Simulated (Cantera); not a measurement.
**Equilibrium for tantalum, niobium, vanadium and zirconium in process gases: Zr + H₂O + N₂ + NH₃**

A closed system holds: 1 mol Zr, 0.017 mol H₂O, 1.5 mol N₂, 3.8 mol NH₃, at 1950 °C.

Equilibrium computed with Cantera from the NASA thermochemical tables; the gas is ideal and each condensed phase is pure. Candidate condensed phases: H₂O, Zr, ZrN, ZrO₂; 28 gas species. Mutual solubility and eutectic melting of coexisting phases are not modelled. ZrN: taken at fixed stoichiometry. Condensed phases not in the tables: solid solutions among these carbides, nitrides and lower oxides. The numbers say what is thermodynamically allowed, not how fast it happens.

| P (Pa) | x H | x H₂ | x N₂ | x Zr | n ZrN(s) | n ZrO₂(tetragonal) |
|---|---|---|---|---|---|---|
| 0.100 | 0.744 | 0.0135 | 0.211 | 0.0303 | 0.534 | 0 |
| 2.50 | 0.563 | 0.193 | 0.242 | 0.000226 | 0.980 | 0 |
| 63 | 0.182 | 0.511 | 0.306 | 1.59e-6 | 0.990 | 0.00667 |
| 1600 | 0.0402 | 0.630 | 0.330 | 1.20e-8 | 0.992 | 0.00810 |
| 40000 | 0.00820 | 0.656 | 0.335 | 9.50e-11 | 0.992 | 0.00765 |
| 1000000 | 0.00165 | 0.661 | 0.337 | <1e-12 | 0.993 | 0.00658 |
x: gas mole fraction; n: condensed amount in mol.

From 0.100 Pa to 2.50 Pa the condensed part is ZrN(s). From 63.0 Pa to 10.0 bar the condensed part is ZrN(s) + ZrO₂(tetragonal).
